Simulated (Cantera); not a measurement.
Charge: 1 mol Si3N4, 17 mol HCl, 4.4 mol H2, equilibrated at 0.0375 Torr.

These are equilibrium values from Cantera (NASA tables, ideal gas, pure condensed phases), not measurements of a reactor. Candidate condensed phases: NH4Cl, Si, Si3N4; 28 gas species. The tables' values for SiCl3, SiCl are old estimates; treat these amounts as uncertain. Rates play no part. All values below are at 1500 K.

Base state: HCl 0.466, H2 0.317, SiCl2 0.126, N2 0.0854, SiCl3 0.00184, Cl 0.00166, H 0.00140, SiCl4 8.52e-5 (mole fractions); condensed: gas only.

What changes in the equilibrium state with this change: H2 from 4.4 to 0.54 mol?


```json
[
 {"species": "HCl", "before": "0.466", "after": "0.557"},
 {"species": "H2", "before": "0.317", "after": "0.184"},
 {"species": "SiCl2", "before": "0.126", "after": "0.150"},
 {"species": "N2", "before": "0.0854", "after": "0.102"},
 {"species": "SiCl4", "before": "8.52e-5", "after": "0.000249"},
 {"species": "Si", "before": "1.21e-5", "after": "5.83e-6"},
 {"species": "SiCl3", "before": "0.00184", "after": "0.00342"},
 {"species": "Cl", "before": "0.00166", "after": "0.00260"},
 {"species": "SiCl", "before": "5.15e-5", "after": "3.90e-5"}
]
```
